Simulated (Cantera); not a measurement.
Charge: 1 mol CCl4, 0.13 mol CH4, 1.2 mol H2, at 23.0 Pa.

Method: chemical equilibrium by Gibbs-energy minimisation in Cantera with the NASA 1993 tables (ideal gas, pure condensed phases). Candidate condensed phases: C, C6H6, C7H8, C8H18; 91 gas species. Equilibrium is a limit: real reactors are often held back by kinetics, nucleation or transport.

x: gas mole fraction; n: condensed amount in mol.

```tsv
T (K)	x HCl	x Cl	x Cl2	x H	x H2	x C2H2 (acetylene)	n C(graphite)
1250	0.785	0.141	0.0748	4.84e-9	2.31e-8	<1e-12	1.13
1350	0.752	0.218	0.0301	7.10e-8	2.04e-7	<1e-12	1.13
1450	0.736	0.255	0.00878	9.15e-7	2.15e-6	1.05e-11	1.13
1550	0.732	0.266	0.00248	9.48e-6	2.08e-5	3.34e-10	1.13
1650	0.730	0.269	0.000775	7.63e-5	0.000162	7.41e-9	1.13
1750	0.727	0.272	…	…	…	…	1.13
1850	0.713	0.280	…	…	…	…	1.13
1950	0.671	0.304	5.77e-5	0.00946	0.0156	8.55e-6	1.13
2050	0.588	0.350	3.56e-5	0.0278	0.0345	3.67e-5	1.13
2150	0.470	0.411	2.45e-5	0.0647	0.0541	0.000105	1.13
```

Q: Some entries are withheld; supply them.

A: 
- 1850, x Cl2: 0.000114
- 1850, x H: 0.00244
- 1850, x H2: 0.00473
- 1850, x C2H2 (acetylene): 1.24e-6
- 1750, x Cl2: 0.000276
- 1750, x H: 0.000485
- 1750, x H2: 0.00100
- 1750, x C2H2 (acetylene): 1.15e-7
